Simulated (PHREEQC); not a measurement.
1 kg of water holding 5.2 mmol/kgw K2CO3 and 11 mmol/kgw KHCO3 is evaporated at 20 °C; the solids stay in contact with the brine. CO2 is held at log p = -3.4 (atm). Only these solids could form: Kalicinite.

Equilibrium calculation in PHREEQC: Pitzer model, pitzer.dat.

| water left (kg) | ionic strength | water activity | K in solution (mol/kgw) | C in solution (mol/kgw) | pH |
|---|---|---|---|---|---|
| 0.9999 | 0.0237 | 0.999 | 0.0214 | 0.0191 | 9.34 |
| 0.8218 | 0.0293 | 0.999 | 0.0260 | 0.0228 | 9.40 |
| 0.6755 | 0.0362 | 0.999 | 0.0317 | 0.0272 | 9.46 |
| 0.4563 | 0.0553 | 0.999 | 0.0469 | 0.0385 | 9.56 |
| 0.375 | 0.0684 | 0.998 | 0.0571 | 0.0457 | 9.61 |
| 0.3082 | 0.0846 | 0.998 | 0.0694 | 0.0543 | 9.66 |
| 0.2533 | 0.105 | 0.998 | 0.0845 | 0.0644 | 9.71 |
| 0.2082 | 0.129 | 0.997 | 0.103 | 0.0764 | 9.75 |
| 0.1712 | 0.159 | 0.997 | 0.125 | 0.0906 | 9.79 |
| 0.1156 | 0.242 | 0.995 | 0.185 | 0.128 | 9.87 |
| 0.09505 | 0.298 | 0.994 | 0.225 | 0.152 | 9.91 |
| 0.07812 | 0.367 | 0.993 | 0.274 | 0.181 | 9.94 |
| 0.06422 | 0.451 | 0.992 | 0.333 | 0.215 | 9.98 |
| 0.0528 | 0.554 | 0.990 | 0.405 | 0.256 | 10.01 |
| 0.0434 | 0.680 | 0.988 | 0.493 | 0.306 | 10.05 |
| 0.02936 | 1.02 | 0.983 | 0.729 | 0.437 | 10.11 |
| 0.02414 | 1.25 | 0.980 | 0.887 | 0.524 | 10.14 |
| 0.01985 | 1.53 | 0.976 | 1.08 | 0.628 | 10.18 |
| 0.01634 | 1.87 | 0.971 | 1.31 | 0.753 | 10.21 |
| 0.01345 | 2.28 | 0.965 | 1.59 | 0.906 | 10.25 |
| 0.01107 | 2.78 | 0.957 | 1.93 | 1.09 | 10.29 |
| 0.007505 | 4.12 | 0.936 | 2.85 | 1.58 | 10.38 |
| 0.006173 | 5.02 | 0.920 | 3.47 | 1.92 | 10.44 |
| 0.005093 | 6.09 | 0.900 | 4.20 | 2.32 | 10.50 |
